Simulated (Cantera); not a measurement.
# Silicon nitride deposition: SiCl4 + NH3 + H2

Feed: 1 mol SiCl4, a varied amount of NH3, 2.7 mol H2, at 675 °C and 0.00670 bar.

Method: chemical equilibrium by Gibbs-energy minimisation in Cantera with the NASA 1993 tables (ideal gas, pure condensed phases). Candidate condensed phases: NH4Cl, Si, Si3N4; 28 gas species. The numbers say what is thermodynamically allowed, not how fast it happens.

```
n(NH3) (mol)   x H2   x HCl   x N2   x SiCl4  x SiHCl3  x SiCl3    x NH3  x SiCl2  n Si3N4(s)
------------  -----  ------  -----  --------  --------  -------  -------  -------  ----------
5.4           0.600   0.257  0.139   0.00319   3.36e-5  4.55e-6  9.72e-7  2.20e-7       0.317
7.1           0.625   0.214  0.159   0.00130   1.71e-5  2.27e-6  1.10e-6  1.34e-7       0.325
9.3           0.648   0.175  0.176  0.000498   8.34e-6  1.09e-6  1.23e-6  8.04e-8       0.330
12            0.667   0.142  0.190  0.000194   4.12e-6  5.30e-7  1.33e-6  4.89e-8       0.331
16            0.686   0.111  0.204   6.53e-5   1.82e-6  2.32e-7  1.43e-6  2.78e-8       0.333
21            0.700  0.0868  0.214   2.29e-5   8.34e-7  1.05e-7  1.51e-6  1.62e-8       0.333
28            0.711  0.0666  0.222   7.49e-6   3.61e-7  4.50e-8  1.58e-6  9.13e-9       0.333
37            0.720  0.0512  0.229   2.51e-6   1.59e-7  1.97e-8  1.64e-6  5.24e-9       0.333
48            0.727  0.0400  0.233   9.02e-7   7.40e-8  9.12e-9  1.68e-6  3.12e-9       0.333
```
x: gas mole fraction; n: condensed amount in mol.

From 5.4 mol NH3 to 48 mol NH3 the condensed part is Si3N4(s). The main Si-bearing gas is SiCl4 throughout.
